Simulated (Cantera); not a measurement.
Adiabatic ignition

An adiabatic, constant-pressure homogeneous reactor starts with 4.07 % CH₄, 1.26 % CO, 10.1 % O₂, 84.6 % N₂, equivalence ratio 0.87, at 1300 K and 1.00 atm.

Computed with Cantera and GRI-Mech 3.0 (53 species, 325 reactions).

```tsv
t (s)	T (K)	x CH₄	x CO	x O₂	x H₂O	x HO₂	x CH₂	x CO₂
6.00e-6	1300	0.0407	0.0126	0.101	1.26e-9	6.48e-9	<1e-12	1.73e-9
1.59e-5	1300	0.0407	0.0126	0.101	5.08e-9	1.69e-8	<1e-12	4.79e-9
4.21e-5	1300	0.0407	0.0126	0.101	1.77e-8	4.33e-8	<1e-12	1.39e-8
0.000111	1300	0.0407	0.0126	0.101	6.97e-8	1.05e-7	<1e-12	4.46e-8
0.000295	1300	0.0407	0.0126	0.101	3.50e-7	2.19e-7	<1e-12	1.63e-7
0.000781	1300	0.0407	0.0126	0.101	2.20e-6	3.32e-7	<1e-12	6.28e-7
0.00207	1300	0.0406	0.0126	0.101	1.63e-5	3.97e-7	4.63e-12	2.35e-6
0.00548	1301	0.0405	0.0126	0.101	0.000108	9.08e-7	1.72e-11	1.05e-5
0.0145	1306	0.0396	0.0127	0.100	0.000804	3.72e-6	1.15e-10	7.35e-5
0.0384	2220	<1e-12	0.00292	0.0143	0.0794	7.50e-7	<1e-12	0.0505
0.102	2218	<1e-12	0.00292	0.0139	0.0795	7.31e-7	<1e-12	0.0505
0.269	2215	<1e-12	0.00293	0.0132	0.0795	6.99e-7	<1e-12	0.0505
0.713	2213	<1e-12	0.00294	0.0128	0.0795	6.79e-7	<1e-12	0.0505
1.89	2213	<1e-12	0.00294	0.0128	0.0795	6.77e-7	<1e-12	0.0505
5.00	2213	<1e-12	0.00294	0.0128	0.0795	6.77e-7	<1e-12	0.0505
```
x: mole fraction; the columns are a selection and need not sum to one.

```json
{
  "time_of_steepest_temperature_rise": "24.7 ms",
  "temperature at 5.00 s": "2213 K",
  "equilibrium_temperature": "2213 K",
  "x(CH₄) at 5.00 s": "<1e-12 (gas-phase equilibrium <1e-12)",
  "x(CO) at 5.00 s": "0.00294 (gas-phase equilibrium 0.00294)",
  "x(O₂) at 5.00 s": "0.0128 (gas-phase equilibrium 0.0128)"
}
```
